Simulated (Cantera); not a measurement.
A closed system holds: 1 mol Si2H6, 0.022 mol Cl2, 380 mol H2, equilibrated at 10.0 Torr.

Cantera equilibrium calculation (NASA polynomials, part measured and part estimated; ideal gas, pure solids and liquids). Candidate condensed phases: Si; 19 gas species. The feed counts by its element totals alone. Gases not in the tables: Si2H6 and higher silanes. Equilibrium is a limit: real reactors are often held back by kinetics, nucleation or transport.

**Question.** Which condensed phases are stable at each of these points (T (K)): 1323, 1373, 1423, 1473, 1523, 1573, 1623, 1673, 1723, 1773?

**Answer.** 
```
T (K)  condensed phases  Si condensed (%)
-----  ----------------  ----------------
1323              Si(s)             100.0
1373              Si(s)             100.0
1423              Si(s)             100.0
1473              Si(s)             100.0
1523              Si(s)              99.9
1573              Si(s)              99.8
1623              Si(s)              99.6
1673              Si(s)              99.1
1723              Si(l)              98.0
1773              Si(l)              96.0
```

From 1323 K to 1673 K the condensed part is Si(s). From 1723 K to 1773 K the condensed part is Si(l).
